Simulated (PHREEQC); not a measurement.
0.016 g of hydrous ferric oxide (600 m²/g; 0.2 weak and 0.005 strong sites per Fe, Dzombak-Morel constants, diffuse double layer) in 1 kg of water with 0.05 mol/kgw of an inert sodium salt and 0.00051 mmol/kgw Ag2SO4 and 0.001 mmol/kgw ZnSO4, at 25 °C; the pH is set by adding NaOH or the inert anion's acid. O2 is buffered at 0.21 atm. CO2 from the air is kept out. No solid was allowed to form.

Computed with PHREEQC (ion-association model, wateq4f.dat).

```csv
pH,S sorbed (%),Ag sorbed (%),Zn sorbed (%)
3,94.3,0.0,0.0
3.5,93.6,0.0,0.0
4,90.7,0.0,0.0
4.5,?,0.0,0.0
5,65.5,0.1,0.1
5.5,38.0,0.3,0.9
6,14.0,0.9,5.7
6.5,3.4,2.3,25.5
7,0.6,3.9,58.9
7.5,?,5.9,85.5
8,0.0,?,?
8.5,0.0,22.2,99.2
9,0.0,38.2,99.5
9.5,0.0,57.5,99.3
10,0.0,75.8,98.9
10.5,0.0,88.5,98.0
11,0.0,94.8,95.2
```

**Question.** Some entries are withheld; supply them.

**Answer.** 
- 4.5, S sorbed (%): 83.0
- 7.5, S sorbed (%): 0.1
- 8, Ag sorbed (%): 11.3
- 8, Zn sorbed (%): 96.9

The oxide is taken as insoluble; below pH 4 it would dissolve.
